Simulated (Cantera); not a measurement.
Input: 1 mol Pb, 0.82 mol H2, a varied amount of N2, equilibrated at 500 K and 0.0860 bar.

These are equilibrium values from Cantera (NASA tables, ideal gas, pure condensed phases), not measurements of a reactor. Candidate condensed phases: Pb; 11 gas species. The numbers say what is thermodynamically allowed, not how fast it happens.

x: gas mole fraction; n: condensed amount in mol.

```tsv
n(N2) (mol)	x N2	x H2	x NH3	n Pb(s)
2.7	0.768	0.230	…	1.00
4	0.830	0.168	…	1.00
6	0.880	0.119	…	1.00
9	0.917	0.0826	…	1.00
13	0.941	0.0588	…	1.00
20	0.961	0.0391	…	1.00
30	0.973	0.0264	…	1.00
```

Task: Fill in the missing entries.

Result: 
- 2.7, x NH3: 0.00263
- 4, x NH3: 0.00171
- 6, x NH3: 0.00105
- 9, x NH3: 0.000621
- 13, x NH3: 0.000377
- 20, x NH3: 0.000207
- 30, x NH3: 0.000116
